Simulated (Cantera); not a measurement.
Input: 1 mol Si, 2.3 mol Cl2, 8.1 mol HF, at 0.100 bar.

Cantera equilibrium calculation (NASA polynomials, part measured and part estimated; ideal gas, pure solids and liquids). Candidate condensed phases: Si; 37 gas species. Rates play no part. All values below are at 998 K.

Base state: HF 0.436, HCl 0.425, SiF4 0.106, Cl2 0.0318, Cl 0.000213 (mole fractions); condensed: gas only.

Problem. What changes in the equilibrium state with this change: pressure from 0.100 bar to 62.0 Pa?

Solution. 
```json
[
 {"species": "HF", "before": "0.436", "after": "0.436"},
 {"species": "HCl", "before": "0.425", "after": "0.425"},
 {"species": "SiF4", "before": "0.106", "after": "0.106"},
 {"species": "Cl", "before": "0.000213", "after": "0.00265"},
 {"species": "Cl2", "before": "0.0318", "after": "0.0305"}
]
```

Problem. What changes in the equilibrium state with this change: pressure from 0.100 bar to 2.20 mbar?

Solution. 
```csv
species,before,after
HF,0.436,0.436
HCl,0.425,0.425
SiF4,0.106,0.106
Cl,0.000213,0.00142
Cl2,0.0318,0.0312
```
